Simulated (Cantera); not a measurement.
Premixed flame

A freely propagating, adiabatic, planar premixed flame of 21.2 % H2, 15.8 % O2, 59.5 % N2, 3.60 % H2O, unburnt at 300 K and 308 Torr; unity-Lewis-number transport, grid criteria slope 0.08 and curve 0.16, no radiation.

Computed with Cantera and the H2/O2 subset of GRI-Mech 3.0, which has no nitrogen chemistry. Unity Lewis numbers drop preferential diffusion, which matters most where H2 and H carry the flame. Burning velocities carry a grid error of a few per cent, more on coarse grids. Lean hydrogen flames are cellular in practice and burn faster than this planar one.

| z (mm) | T (K) | u (m/s) | x H2 | x O2 | x H2O | x O | x HO2 | x OH |
|---|---|---|---|---|---|---|---|---|
| -2.45 | 300 | 0.991 | 0.212 | 0.158 | 0.0360 | <1e-8 | <1e-8 | <1e-8 |
| -1.64 | 300 | 0.992 | 0.212 | 0.158 | 0.0360 | <1e-8 | 5.83e-8 | <1e-8 |
| -1.23 | 301 | 0.993 | 0.212 | 0.158 | 0.0360 | <1e-8 | 4.44e-7 | <1e-8 |
| -0.818 | 306 | 1.01 | 0.211 | 0.158 | 0.0367 | 1.19e-7 | 4.81e-6 | 2.34e-8 |
| -0.409 | 437 | 1.43 | 0.196 | 0.151 | 0.0531 | 1.38e-5 | 0.000137 | 2.47e-5 |
| -0.205 | 757 | 2.43 | 0.156 | 0.132 | 0.0976 | 0.000369 | 0.000137 | 0.000494 |
| 0 | 1127 | 3.53 | 0.0815 | 0.0978 | 0.169 | 0.00376 | 5.48e-5 | 0.00238 |
| 0.205 | 1358 | 4.19 | 0.0313 | 0.0723 | 0.217 | 0.00858 | 3.08e-5 | 0.00625 |
| 0.409 | 1480 | 4.52 | 0.0189 | 0.0645 | 0.234 | 0.00936 | 2.29e-5 | 0.00831 |
| 0.818 | 1608 | 4.86 | 0.0140 | 0.0611 | 0.245 | 0.00746 | 1.70e-5 | 0.00940 |
| 1.64 | 1720 | 5.15 | 0.00956 | 0.0590 | 0.256 | 0.00483 | 1.17e-5 | 0.00917 |
| 3.27 | 1803 | 5.37 | 0.00538 | 0.0578 | 0.264 | 0.00262 | 7.04e-6 | 0.00768 |
| 6.55 | 1855 | 5.50 | 0.00247 | 0.0574 | 0.270 | 0.00117 | 3.61e-6 | 0.00555 |
x: mole fraction of selected species; z is measured from the peak of heat release.

```yaml
laminar_burning_velocity: 99.1 cm/s
thermal_thickness: 0.818 mm
peak x(O): 0.00945
peak x(HO2): 0.000201
peak x(OH): 0.00948
grid_points: 111
```
